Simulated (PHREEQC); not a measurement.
Dissolve 2.3 mmol/kgw H2SO4, 14 mmol/kgw K2SO4 and 0.093 mmol/kgw CO2 at 24 °C. Closed to the air; pH follows from the charge balance.

All values are PHREEQC results (ion-association model, phreeqc.dat), not measurements.

```json
{
 "pH": "2.62",
 "ionic_strength": "0.0430 mol/kgw",
 "specific_conductance": "4260 µS/cm",
 "total_alkalinity": "-4.60 meq/kg"
}
```

| species | molality | activity | log γ |
|---|---|---|---|
| K+ | 0.0268 | 0.0221 | -0.085 |
| SO4-2 | 0.0133 | 0.00643 | -0.317 |
| H+ | 0.00281 | 0.00242 | -0.065 |
| HSO4- | 0.00178 | 0.00148 | -0.081 |
| KSO4- | 0.00117 | 0.000981 | -0.077 |
| CO2 | 9.30e-5 | 9.39e-5 | 0.004 |

This is a speciation only: nothing precipitates in the calculation.
